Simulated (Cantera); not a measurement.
An isothermal, constant-pressure homogeneous reactor starts with H2 : O2 = 0.036 : 1 (molar parts), equivalence ratio 0.018, at 1300 K and 0.0133 bar.

Cantera simulation using the H2/O2 subset of GRI-Mech 3.0, which has no nitrogen chemistry; the numbers are that mechanism's predictions, not measurements. Radical loss at walls, strong at low pressure, is not modelled. The temperature is held fixed by assumption; the heat of reaction is taken as removed at once.

One state of this run: x H2 = 1.84e-7; x O2 = 0.965; x H = 2.77e-8; x HO2 = 1.75e-8; x H2O = 0.0353. x: mole fraction; the columns are a selection and need not sum to one.

Q: Which value of t (s) does it belong to?
A) 10.0
B) 0.0144
C) 0.0429
D) 6.19e-5

A: A, 10.0
